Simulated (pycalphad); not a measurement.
# Effect of Mn content in Ti-Si-Mn

All values are pycalphad results on the COST 507 light-alloy database (1999) (1 atm), not direct measurements. These are 1990s assessments: newer ones move some temperatures and phases. The system is extrapolated from its subsystems; higher-order compounds may be missing. Phase fractions are per mole of atoms.

```json
[
 {"alloy": "Ti-0.96Si-0.64Mn (at.%)", "liquidus (K)": "1915", "first solid": "bcc", "solidus (K)": "1801", "phases at 1025 K": "hcp 0.93, bcc 0.05, SITI3 0.02"},
 {"alloy": "Ti-0.96Si-1.92Mn (at.%)", "liquidus (K)": "?", "first solid": "bcc", "solidus (K)": "?", "phases at 1025 K": "?"},
 {"alloy": "Ti-0.96Si-2.56Mn (at.%)", "liquidus (K)": "1891", "first solid": "bcc", "solidus (K)": "1760", "phases at 1025 K": "hcp 0.57, bcc 0.41, SITI3 0.01"},
 {"alloy": "Ti-0.96Si-5.12Mn (at.%)", "liquidus (K)": "1858", "first solid": "bcc", "solidus (K)": "1708", "phases at 1025 K": "bcc 0.89, hcp 0.11, SITI3 under 0.01"},
 {"alloy": "Ti-0.96Si-10.24Mn (at.%)", "liquidus (K)": "1790", "first solid": "bcc", "solidus (K)": "1617", "phases at 1025 K": "bcc 1.00"}
]
```

### Question
Complete the blanks.

### Answer

- Ti-0.96Si-1.92Mn (at.%), liquidus (K): 1899
- Ti-0.96Si-1.92Mn (at.%), solidus (K): 1773
- Ti-0.96Si-1.92Mn (at.%), phases at 1025 K: hcp 0.69, bcc 0.29, SITI3 0.02

Database names, with the compositions (at.%) that they take in these runs: SITI3: Ti 75 Si 25.
